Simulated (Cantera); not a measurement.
**Abatement and gas-phase synthesis: HI + H₂O + N₂**

Charge: 1 mol HI, 0.33 mol H₂O, 0.51 mol N₂, at 4.28 Torr.

Equilibrium computed with Cantera from the NASA thermochemical tables; the gas is ideal and each condensed phase is pure. Candidate condensed phases: H₂O, I₂; 27 gas species. Equilibrium is a limit: real reactors are often held back by kinetics, nucleation or transport.

| T (K) | x I | x H | x N₂ | x H₂ | x H₂O | x O | x OH |
|---|---|---|---|---|---|---|---|
| 2098 | 0.418 | 0.0183 | 0.216 | 0.201 | 0.138 | 9.69e-5 | 0.00149 |
| 2173 | 0.416 | 0.0283 | 0.215 | 0.196 | 0.136 | 0.000266 | 0.00263 |
| 2248 | 0.413 | 0.0423 | 0.213 | 0.189 | 0.132 | 0.000684 | 0.00443 |
| 2323 | 0.409 | 0.0612 | 0.210 | 0.180 | 0.126 | 0.00164 | 0.00712 |
| 2398 | 0.402 | 0.0860 | 0.206 | 0.170 | 0.116 | 0.00367 | 0.0108 |
| 2473 | 0.393 | 0.117 | 0.201 | 0.158 | 0.103 | 0.00752 | 0.0153 |
| 2548 | 0.380 | 0.156 | 0.194 | 0.144 | 0.0842 | 0.0140 | 0.0199 |
| 2623 | 0.366 | 0.200 | 0.186 | 0.129 | 0.0633 | 0.0233 | 0.0233 |
| 2698 | 0.350 | 0.249 | 0.178 | 0.111 | 0.0429 | 0.0351 | 0.0246 |
x: gas mole fraction; nothing condenses.

From 2098 K to 2698 K nothing is condensed.
